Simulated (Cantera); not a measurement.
## Nb + H2O + H2 + N2O (tantalum, niobium, vanadium and zirconium in process gases)

A closed system holds: 1 mol Nb, 0.31 mol H2O, 13 mol H2, 18 mol N2O, at 0.00133 bar.

Cantera equilibrium calculation (NASA polynomials, part measured and part estimated; ideal gas, pure solids and liquids). Candidate condensed phases: H2O, Nb, NbO, NbO2, Nb2O5; 27 gas species. Condensed phases not in the tables: the oxides between NbO2 and Nb2O5. Rates play no part.

```csv
T (K),x N2,x H2O,x O2,x OH,n Nb2O5(s)
1198,0.553,0.409,0.0384,2.01e-5,0.500
1273,0.553,0.409,0.0383,5.27e-5,0.500
1348,0.553,0.409,0.0383,0.000124,0.500
1423,0.553,0.409,0.0382,0.000267,0.500
1498,0.552,0.408,0.0381,0.000531,0.500
1573,0.552,0.408,0.0379,0.000988,0.500
1648,0.552,0.407,0.0378,0.00174,0.500
1723,0.551,0.405,0.0377,0.00291,0.500
```
x: gas mole fraction; n: condensed amount in mol.

From 1198 K to 1723 K the condensed part is Nb2O5(s).
